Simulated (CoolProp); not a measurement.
Computed with CoolProp (reference Helmholtz-energy equation of state, Thol 2017).

For octamethyltrisiloxane (MDM), give the phase and the density (kg/m³), cp (kJ/(kg K)) at 100.25 °C and 0.629 MPa; 100.25 °C and 0.674 MPa.


- 100.25 °C and 0.629 MPa: liquid; density 738, cp 1.97
- 100.25 °C and 0.674 MPa: liquid; density 738, cp 1.97
